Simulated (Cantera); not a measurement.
A perfectly stirred reactor is fed with CH₄ : CO₂ = 1 : 1.4 (molar parts), at 15.8 atm; it is held at 1848 K, and followed from long to short residence time.

Model: GRI-Mech 3.0 (53 species, 325 reactions), integrated in Cantera. The pressure lies above the range GRI-Mech 3.0 was tuned for (to about 10 atm).

Question: What does this change do: CH4 1 to 0.12 parts?

Answer: 
| quantity | before | after |
|---|---|---|
| x(CH₄) at τ = 0.730 s | 0.0122 | 0.000209 |
| x(CO₂) at τ = 0.730 s | 0.0316 | 0.605 |
| x(H₂O) at τ = 0.730 s | 0.0869 | 0.123 |
| x(CH₃) at τ = 0.730 s | 5.48e-5 | 4.15e-6 |
| x(C₂H₆) at τ = 0.730 s | 3.80e-6 | 1.99e-8 |
| x(CH₄) at τ = 14.0 ms | 0.0437 | 0.00486 |
| x(CO₂) at τ = 14.0 ms | 0.106 | 0.645 |
| x(H₂O) at τ = 14.0 ms | 0.184 | 0.113 |
| x(CH₃) at τ = 14.0 ms | 0.000243 | 9.82e-5 |
| x(C₂H₆) at τ = 14.0 ms | 5.96e-5 | 1.12e-5 |
